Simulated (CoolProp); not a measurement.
Saturation properties of C3F8 (R218).

The numbers come from the reference Helmholtz-energy equation of state, Lemmon 2006 in CoolProp. It is a short technical equation, of lower accuracy than the large ones.

```tsv
T (K)	p (MPa)	liquid density (kg/m³)	enthalpy of vaporisation (kJ/kg)
236.8	0.1034	1610	105.0
243	0.1355	…	102.7
249.3	0.1756	1560	100.2
255.5	0.2235	…	97.70
261.8	0.2816	…	95.01
268.1	0.3506	1478	…
274.3	0.4302	…	…
280.6	0.5242	1418	86.09
286.9	0.6328	1386	82.71
293.1	0.7553	1353	…
299.4	0.8970	1316	75.20
305.6	1.055	1277	70.97
311.9	1.236	…	66.20
```

Question: What belongs in the gaps?

Answer: 
- 243, liquid density (kg/m³): 1585
- 255.5, liquid density (kg/m³): 1534
- 261.8, liquid density (kg/m³): 1506
- 268.1, enthalpy of vaporisation (kJ/kg): 92.19
- 274.3, liquid density (kg/m³): 1449
- 274.3, enthalpy of vaporisation (kJ/kg): 89.26
- 293.1, enthalpy of vaporisation (kJ/kg): 79.14
- 311.9, liquid density (kg/m³): 1234

It boils at 236.4 K under 1 atm.
